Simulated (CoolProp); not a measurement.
R22 along the isotherm 251 K: fugacity coefficient from the reference equation and from simpler models built on Tc = 369.3 K, pc = 4.990 MPa, ω = 0.221; each cubic takes its own stable root.

Model: reference Helmholtz-energy equation of state, Kamei 1995, in CoolProp.

```json
[
 {"p (MPa)": "0.208", "phase": "gas", "reference": "0.9461"},
 {"p (MPa)": "0.416", "phase": "liquid", "reference": "0.5137"},
 {"p (MPa)": "0.624", "phase": "liquid", "reference": "0.3446"},
 {"p (MPa)": "0.832", "phase": "liquid", "reference": "0.2601"},
 {"p (MPa)": "1.04", "phase": "liquid", "reference": "0.2094"},
 {"p (MPa)": "1.25", "phase": "liquid", "reference": "0.1754"},
 {"p (MPa)": "1.46", "phase": "liquid", "reference": "0.1511"},
 {"p (MPa)": "1.66", "phase": "liquid", "reference": "0.1337"},
 {"p (MPa)": "1.87", "phase": "liquid", "reference": "0.1195"},
 {"p (MPa)": "2.08", "phase": "liquid", "reference": "0.1081"},
 {"p (MPa)": "2.29", "phase": "liquid", "reference": "0.09881"},
 {"p (MPa)": "2.5", "phase": "liquid", "reference": "0.09109"}
]
```

How far does each simpler model (van der Waals, Redlich-Kwong, Soave-Redlich-Kwong, Peng-Robinson) lie from the reference over these 12 states: mean and median of the absolute difference, and the worst?


- van der Waals: mean 209.3 %, median 250.2 %, worst +258.2 % at 251 K and 2.5 MPa
- Redlich-Kwong: mean 44.9 %, median 48.8 %, worst +49.5 % at 251 K and 2.5 MPa
- Soave-Redlich-Kwong: mean 1.1 %, median 1.1 %, worst +1.5 % at 251 K and 2.5 MPa
- Peng-Robinson: mean 0.5 %, median 0.5 %, worst +0.7 % at 251 K and 0.208 MPa

At some of these states van der Waals gives the other phase, because its saturation line lies elsewhere.
